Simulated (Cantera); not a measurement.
Source: NASA polynomial tables (part measured, part estimated), evaluated in Cantera. Values are per mole of reaction as written; species without (g) are pure solids or liquids, kept so even where they would boil at 1 bar.

Q: Between 300 and 2323 K, where is each reaction favourable under standard conditions?
- 2 H₂O(g) + V₂O₅ = 2 H₂O₂(g) + V₂O₃

A: 
- 2 H₂O(g) + V₂O₅ = 2 H₂O₂(g) + V₂O₃: ΔG° is 525 kJ at 300 K and 515 kJ at 2323 K; it stays positive (K < 1). ΔH° is 489 kJ and ΔS° -11 J/K at 2323 K.
